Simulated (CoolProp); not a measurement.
Vinyl chloride along the isotherm 407.9 K: density (kg/m³) from the reference equation and from simpler models built on Tc = 425.0 K, pc = 5.600 MPa, ω = 0.160; each cubic takes its own stable root.

Computed with CoolProp (reference Helmholtz-energy equation of state, Thol 2022).

| p (MPa) | phase | reference |
|---|---|---|
| 5.09 | liquid | 622.5 |
| 10.2 | liquid | 690.0 |
| 15.3 | liquid | 725.4 |
| 20.4 | liquid | 750.6 |
| 25.5 | liquid | 770.7 |
| 30.5 | liquid | 787.2 |
| 35.6 | liquid | 801.9 |
| 40.7 | liquid | 814.9 |
| 45.8 | liquid | 826.6 |
| 50.9 | liquid | 837.3 |
| 56 | liquid | 847.1 |

Task: How far does each simpler model (van der Waals, Redlich-Kwong, Soave-Redlich-Kwong, Peng-Robinson) lie from the reference over these 11 states: mean and median of the absolute difference, and the worst?

Result: 
- van der Waals: mean 29.2 %, median 28.0 %, worst -37.0 % at 407.9 K and 5.09 MPa
- Redlich-Kwong: mean 7.8 %, median 6.3 %, worst -18.5 % at 407.9 K and 5.09 MPa
- Soave-Redlich-Kwong: mean 7.2 %, median 5.9 %, worst -16.3 % at 407.9 K and 5.09 MPa
- Peng-Robinson: mean 4.8 %, median 5.6 %, worst +7.0 % at 407.9 K and 56 MPa
